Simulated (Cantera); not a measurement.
Input: 1 mol HgO, 0.47 mol H2, at 4.20 bar.

Cantera equilibrium calculation (NASA polynomials, part measured and part estimated; ideal gas, pure solids and liquids). Candidate condensed phases: H2O, Hg, HgO; 10 gas species. The numbers say what is thermodynamically allowed, not how fast it happens.

Question: At 525 °C, list the 3 most abundant gas species with their mole fractions, and the condensed phases.

Answer: Hg 0.576, H2O 0.271, O2 0.153. Condensed: gas only.
